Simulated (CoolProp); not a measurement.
Vapour-liquid equilibrium of fluoroethane (R161) (1) + R134a (2) at 177.9 K; x and y are mole fractions of (1).

The numbers come from the multi-fluid Helmholtz-energy mixture model, Wu 2012 and Tillner-Roth 1994; pair parameters Bell 2016 in CoolProp.

```json
[
 {"x": "0.05", "bubble pressure, mixture model (MPa)": "0.0009810", "bubble pressure, Raoult's law (MPa)": "0.0009978", "y, mixture model": "0.113", "y, Raoult's law": "0.128"},
 {"x": "0.15", "bubble pressure, mixture model (MPa)": "0.001117", "bubble pressure, Raoult's law (MPa)": "0.001162", "y, mixture model": "0.305", "y, Raoult's law": "0.330"},
 {"x": "0.25", "bubble pressure, mixture model (MPa)": "0.001261", "bubble pressure, Raoult's law (MPa)": "0.001326", "y, mixture model": "0.459", "y, Raoult's law": "0.482"},
 {"x": "0.35", "bubble pressure, mixture model (MPa)": "0.001414", "bubble pressure, Raoult's law (MPa)": "0.001490", "y, mixture model": "0.586", "y, Raoult's law": "0.601"},
 {"x": "0.45", "bubble pressure, mixture model (MPa)": "0.001575", "bubble pressure, Raoult's law (MPa)": "0.001655", "y, mixture model": "0.689", "y, Raoult's law": "0.696"},
 {"x": "0.55", "bubble pressure, mixture model (MPa)": "0.001744", "bubble pressure, Raoult's law (MPa)": "0.001819", "y, mixture model": "0.774", "y, Raoult's law": "0.773"},
 {"x": "0.65", "bubble pressure, mixture model (MPa)": "0.001919", "bubble pressure, Raoult's law (MPa)": "0.001983", "y, mixture model": "0.844", "y, Raoult's law": "0.838"},
 {"x": "0.75", "bubble pressure, mixture model (MPa)": "0.002100", "bubble pressure, Raoult's law (MPa)": "0.002147", "y, mixture model": "0.901", "y, Raoult's law": "0.893"},
 {"x": "0.85", "bubble pressure, mixture model (MPa)": "0.002283", "bubble pressure, Raoult's law (MPa)": "0.002311", "y, mixture model": "0.947", "y, Raoult's law": "0.941"},
 {"x": "0.95", "bubble pressure, mixture model (MPa)": "0.002467", "bubble pressure, Raoult's law (MPa)": "0.002476", "y, mixture model": "0.984", "y, Raoult's law": "0.982"}
]
```

The largest gap from Raoult's law is -5.1 % in bubble pressure, at x = 0.35. No azeotrope shows between x = 0.05 and 0.95.

Pair parameters are fitted to limited data, so mixtures are less certain than the pure fluids.
